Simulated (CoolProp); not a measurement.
A simple Rankine cycle with water: condensing at 296.15 K, boiler at 12.9 MPa, turbine inlet 643.1 K, turbine efficiency 0.85, pump efficiency 0.6, no recuperator. Each further row changes one setting.

Model: reference Helmholtz-energy equation of state, Wagner 2002, in CoolProp.

```json
[
 {"case": "as stated", "thermal efficiency (%)": "…", "net work (kJ/kg)": "986", "heat in (kJ/kg)": "2790", "turbine exit temperature (K)": "296.2", "volume ratio over the turbine": "2100"},
 {"case": "turbine inlet 663.1 K", "thermal efficiency (%)": "35.7", "net work (kJ/kg)": "…", "heat in (kJ/kg)": "…", "turbine exit temperature (K)": "296.2", "volume ratio over the turbine": "1980"},
 {"case": "condensing temperature 288.15 K", "thermal efficiency (%)": "36.3", "net work (kJ/kg)": "…", "heat in (kJ/kg)": "…", "turbine exit temperature (K)": "288.1", "volume ratio over the turbine": "3330"},
 {"case": "boiler pressure 9.03 MPa", "thermal efficiency (%)": "34.8", "net work (kJ/kg)": "1010", "heat in (kJ/kg)": "2910", "turbine exit temperature (K)": "296.2", "volume ratio over the turbine": "1370"},
 {"case": "turbine efficiency 0.75", "thermal efficiency (%)": "31.1", "net work (kJ/kg)": "868", "heat in (kJ/kg)": "2790", "turbine exit temperature (K)": "296.2", "volume ratio over the turbine": "…"}
]
```

Question: Complete the blanks.

Answer: 
- as stated, thermal efficiency (%): 35.3
- turbine inlet 663.1 K, net work (kJ/kg): 1030
- turbine inlet 663.1 K, heat in (kJ/kg): 2870
- condensing temperature 288.15 K, net work (kJ/kg): 1020
- condensing temperature 288.15 K, heat in (kJ/kg): 2820
- turbine efficiency 0.75, volume ratio over the turbine: 2240

The expansion ends wet for: as stated; turbine inlet 663.1 K; condensing temperature 288.15 K; boiler pressure 9.03 MPa; turbine efficiency 0.75.
